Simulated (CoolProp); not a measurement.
A simple Rankine cycle with m-xylene: condensing at 324.15 K, boiler at 0.501 MPa, turbine inlet 619 K, turbine efficiency 0.6, pump efficiency 0.6, no recuperator. Each further row changes one setting.

The numbers come from the reference Helmholtz-energy equation of state, Zhou 2012 in CoolProp.

```json
[
 {"case": "as stated", "thermal efficiency (%)": "13.6", "net work (kJ/kg)": "124", "heat in (kJ/kg)": "909", "turbine exit temperature (K)": "?", "volume ratio over the turbine": "109"},
 {"case": "condensing temperature 316.15 K", "thermal efficiency (%)": "14.4", "net work (kJ/kg)": "133", "heat in (kJ/kg)": "923", "turbine exit temperature (K)": "552.5", "volume ratio over the turbine": "160"},
 {"case": "boiler pressure 0.351 MPa", "thermal efficiency (%)": "12.7", "net work (kJ/kg)": "?", "heat in (kJ/kg)": "912", "turbine exit temperature (K)": "562.2", "volume ratio over the turbine": "75.8"},
 {"case": "turbine efficiency 0.5", "thermal efficiency (%)": "11.3", "net work (kJ/kg)": "?", "heat in (kJ/kg)": "909", "turbine exit temperature (K)": "?", "volume ratio over the turbine": "?"}
]
```

What belongs in the gaps?


- as stated, turbine exit temperature (K): 557.1
- boiler pressure 0.351 MPa, net work (kJ/kg): 116
- turbine efficiency 0.5, net work (kJ/kg): 103
- turbine efficiency 0.5, turbine exit temperature (K): 567.0
- turbine efficiency 0.5, volume ratio over the turbine: 111
